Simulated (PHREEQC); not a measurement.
1 kg of water holding 0.29 mol/kgw KOH meets 20 L of dry gas (CO2 0.75, CH4 0.25 by moles) at fixed total pressure, at 80 °C; fugacities by Peng-Robinson. The gases take part in no redox reaction, some water evaporates into the gas, and hydrates or a liquid gas phase aren't modelled. Nothing may precipitate in this run.

Computed with PHREEQC (ion-association model, phreeqc.dat).

```json
[
 {"P (atm)": "2", "dissolved CO2 (all carbonate carbon) (mol/kgw)": "0.302", "φ of CO2": "0.994", "p of CO2 (atm)": "1.05", "dissolved CH4 (mol/kgw)": "0.000440", "φ of CH4": "1.000", "p of CH4 (atm)": "0.489"},
 {"P (atm)": "5", "dissolved CO2 (all carbonate carbon) (mol/kgw)": "0.329", "φ of CO2": "0.984", "p of CO2 (atm)": "3.28", "dissolved CH4 (mol/kgw)": "0.00112", "φ of CH4": "0.996", "p of CH4 (atm)": "1.25"},
 {"P (atm)": "10", "dissolved CO2 (all carbonate carbon) (mol/kgw)": "0.372", "φ of CO2": "0.968", "p of CO2 (atm)": "7.01", "dissolved CH4 (mol/kgw)": "0.00222", "φ of CH4": "0.991", "p of CH4 (atm)": "2.51"},
 {"P (atm)": "20", "dissolved CO2 (all carbonate carbon) (mol/kgw)": "0.452", "φ of CO2": "0.937", "p of CO2 (atm)": "14.5", "dissolved CH4 (mol/kgw)": "0.00435", "φ of CH4": "0.982", "p of CH4 (atm)": "5.02"},
 {"P (atm)": "30", "dissolved CO2 (all carbonate carbon) (mol/kgw)": "0.526", "φ of CO2": "0.907", "p of CO2 (atm)": "21.9", "dissolved CH4 (mol/kgw)": "0.00640", "φ of CH4": "0.973", "p of CH4 (atm)": "7.53"},
 {"P (atm)": "40", "dissolved CO2 (all carbonate carbon) (mol/kgw)": "0.594", "φ of CO2": "0.878", "p of CO2 (atm)": "29.4", "dissolved CH4 (mol/kgw)": "0.00837", "φ of CH4": "0.965", "p of CH4 (atm)": "10.0"},
 {"P (atm)": "50", "dissolved CO2 (all carbonate carbon) (mol/kgw)": "0.657", "φ of CO2": "0.849", "p of CO2 (atm)": "36.8", "dissolved CH4 (mol/kgw)": "0.0103", "φ of CH4": "0.958", "p of CH4 (atm)": "12.5"},
 {"P (atm)": "75", "dissolved CO2 (all carbonate carbon) (mol/kgw)": "0.791", "φ of CO2": "0.782", "p of CO2 (atm)": "55.5", "dissolved CH4 (mol/kgw)": "0.0147", "φ of CH4": "0.945", "p of CH4 (atm)": "18.8"},
 {"P (atm)": "100", "dissolved CO2 (all carbonate carbon) (mol/kgw)": "0.895", "φ of CO2": "0.720", "p of CO2 (atm)": "74.1", "dissolved CH4 (mol/kgw)": "0.0189", "φ of CH4": "0.937", "p of CH4 (atm)": "25.0"},
 {"P (atm)": "150", "dissolved CO2 (all carbonate carbon) (mol/kgw)": "1.03", "φ of CO2": "0.616", "p of CO2 (atm)": "111", "dissolved CH4 (mol/kgw)": "0.0267", "φ of CH4": "0.934", "p of CH4 (atm)": "37.4"},
 {"P (atm)": "200", "dissolved CO2 (all carbonate carbon) (mol/kgw)": "1.11", "φ of CO2": "0.540", "p of CO2 (atm)": "149", "dissolved CH4 (mol/kgw)": "0.0336", "φ of CH4": "0.934", "p of CH4 (atm)": "49.8"},
 {"P (atm)": "300", "dissolved CO2 (all carbonate carbon) (mol/kgw)": "1.21", "φ of CO2": "0.453", "p of CO2 (atm)": "223", "dissolved CH4 (mol/kgw)": "0.0446", "φ of CH4": "0.926", "p of CH4 (atm)": "74.6"},
 {"P (atm)": "400", "dissolved CO2 (all carbonate carbon) (mol/kgw)": "1.29", "φ of CO2": "0.411", "p of CO2 (atm)": "297", "dissolved CH4 (mol/kgw)": "0.0532", "φ of CH4": "0.928", "p of CH4 (atm)": "99.4"}
]
```

At this temperature some constants are extrapolated from 25 °C, and those without enthalpy data are left unchanged.
